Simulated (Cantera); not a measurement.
Source: NASA polynomial tables (part measured, part estimated), evaluated in Cantera. Values are per mole of reaction as written; species without (g) are pure solids or liquids, kept so even where they would boil at 1 bar.

Question: Between 1650 and 2050 K, where is each reaction favourable under standard conditions?
- 2 C3H8(g) + 2 H(g) = 3 C2H6(g)
- 3 CH4(g) = C3H8(g) + 2 H2(g)
- 2 CH3(g) = C2H6(g)

Answer: 
- 2 C3H8(g) + 2 H(g) = 3 C2H6(g): ΔG° is -298 kJ at 1650 K and -246 kJ at 2050 K; it stays negative (K > 1). ΔH° is -516 kJ and ΔS° -131 J/K at 2050 K.
- 3 CH4(g) = C3H8(g) + 2 H2(g): ΔG° is 128 kJ at 1650 K and 125 kJ at 2050 K; it stays positive (K < 1). ΔH° is 137 kJ and ΔS° 6 J/K at 2050 K.
- 2 CH3(g) = C2H6(g): ΔG° is -102 kJ at 1650 K and -36 kJ at 2050 K; it stays negative (K > 1). ΔH° is -373 kJ and ΔS° -164 J/K at 2050 K.
